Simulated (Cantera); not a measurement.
Input (Python, Cantera) and output of one run.

```python
import numpy as np
import cantera as ct

gas_names = """
    CL CL2 H HCL H2 Si SiCL SiCL2 SiCL3 SiCL4 SiH SiHCL3 SiH2 SiH2CL2 SiH3 SiH3CL SiH4 Si2 Si3
""".split()
cond_names = """
    Si(cr) Si(L)
""".split()


# ... load() reads the species with a 1 bar reference pressure and builds the phases ...
atoms = {
    'Si2Cl6': {'Si': 2, 'CL': 6},
    'H2': {'H': 2},
}
top_T = {}  # K; cautious upper limits of use, not melting points


# ... equilibrate(T, P, feed) seeds the gas with the atoms and calls Mixture.equilibrate('TP', solver="gibbs", rtol=1e-10, max_steps=50000) ...
results = []
feed = {'Si2Cl6': 1, 'H2': 34}  # mol
P = 17000  # Pa
for T in [825, 900, 975, 1050, 1125, 1200, 1275, 1350]:
    mix = equilibrate(T, P, feed)
    results.append((T, P, feed, dict(zip(mix.species_names, mix.species_moles))))
    x = sorted(zip(gas.X, gas.species_names), reverse=True)
    print(f"T = {T:g} K  P = {P:g} Pa  gas = {mix.phase_moles(0):.4g} mol")
    print("   x: " + "  ".join(f"{s} {v:.3e}" for v, s in x if v > 0.001))
    print("   condensed (mol): " + ("  ".join(f"{mix.phase(i).name} {mix.phase_moles(i):.4g}"
          for i in range(1, mix.n_phases) if mix.phase_moles(i) > 1e-12) or "none"))
```

Result:

```
T = 825 K  P = 17000 Pa  gas = 35.37 mol
   x: H2 9.516e-01  SiCL4 2.970e-02  SiHCL3 1.569e-02  HCL 2.227e-03
   condensed (mol): Si(cr) 0.3679
T = 900 K  P = 17000 Pa  gas = 35.4 mol
   x: H2 9.495e-01  SiCL4 2.928e-02  SiHCL3 1.504e-02  HCL 5.251e-03
   condensed (mol): Si(cr) 0.3981
T = 975 K  P = 17000 Pa  gas = 35.46 mol
   x: H2 9.455e-01  SiCL4 2.817e-02  SiHCL3 1.418e-02  HCL 1.074e-02
   condensed (mol): Si(cr) 0.4485
T = 1050 K  P = 17000 Pa  gas = 35.57 mol
   x: H2 9.389e-01  SiCL4 2.602e-02  HCL 1.951e-02  SiHCL3 1.299e-02  SiCL3 1.043e-03
   condensed (mol): Si(cr) 0.5218
T = 1125 K  P = 17000 Pa  gas = 35.73 mol
   x: H2 9.292e-01  HCL 3.198e-02  SiCL4 2.243e-02  SiHCL3 1.132e-02  SiCL2 2.332e-03  SiCL3 2.062e-03
   condensed (mol): Si(cr) 0.6116
T = 1200 K  P = 17000 Pa  gas = 35.97 mol
   x: H2 9.163e-01  HCL 4.750e-02  SiCL4 1.727e-02  SiHCL3 9.065e-03  SiCL2 5.812e-03  SiCL3 3.383e-03
   condensed (mol): Si(cr) 0.6991
T = 1275 K  P = 17000 Pa  gas = 36.26 mol
   x: H2 9.020e-01  HCL 6.378e-02  SiCL2 1.169e-02  SiCL4 1.117e-02  SiHCL3 6.378e-03  SiCL3 4.481e-03
   condensed (mol): Si(cr) 0.7584
T = 1350 K  P = 17000 Pa  gas = 36.55 mol
   x: H2 8.893e-01  HCL 7.727e-02  SiCL2 1.888e-02  SiCL4 5.752e-03  SiCL3 4.666e-03  SiHCL3 3.791e-03
   condensed (mol): Si(cr) 0.7769
```

Cantera equilibrium calculation (NASA polynomials, part measured and part estimated; ideal gas, pure solids and liquids). The feed counts by its element totals alone. The tables' values for SiCl3 are old estimates; treat these amounts as uncertain.
